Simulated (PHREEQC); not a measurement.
Solution (20 °C): 160 mmol/kgw NH3, 0.11 mmol/kgw K2SO4 and 9.6 mmol/kgw KH2PO4. Closed to the air; pH follows from the charge balance.

Computed with PHREEQC (ion-association model, phreeqc.dat).

Each row changes one thing in this solution. This is a speciation only: nothing precipitates in the calculation.

| case | pH | ionic strength (mol/kgw) | NH3 (mol/kgw) | NH4+ (mol/kgw) | SO4-2 (mol/kgw) | NH4SO4- (mol/kgw) |
|---|---|---|---|---|---|---|
| as made | 10.64 | 0.0304 | 0.150 | 0.0103 | 9.98e-5 | 6.93e-6 |
| K2SO4 from 0.00011 to 9.9e-05 mol/kgw | 10.64 | 0.0304 | 0.150 | 0.0103 | 8.98e-5 | 6.24e-6 |
| K2SO4 from 0.00011 to 0.000165 mol/kgw | 10.64 | 0.0306 | 0.150 | 0.0103 | 0.000150 | 1.04e-5 |
| KH2PO4 replaced by KCl at the same molality | 11.38 | 0.0118 | 0.158 | 0.00185 | 0.000104 | 1.60e-6 |
| temperature from 20 to 85 °C | 8.99 | 0.0293 | 0.150 | 0.00993 | 9.64e-5 | 5.98e-6 |
| diluted 10-fold with water | 10.51 | 0.00320 | 0.0148 | 0.00121 | 1.08e-5 | 1.33e-7 |
| temperature from 20 to 50 °C | 9.79 | 0.0296 | 0.150 | 0.0101 | 9.84e-5 | 6.50e-6 |
| 0.011 mol/kgw H2SO4 added | 10.13 | 0.0589 | 0.128 | 0.0303 | 0.00930 | 0.00156 |

Complexes and solids missing from the database can't appear. Away from 25 °C the constants follow the database's enthalpies or fits; those with neither stay at their 25 °C values.
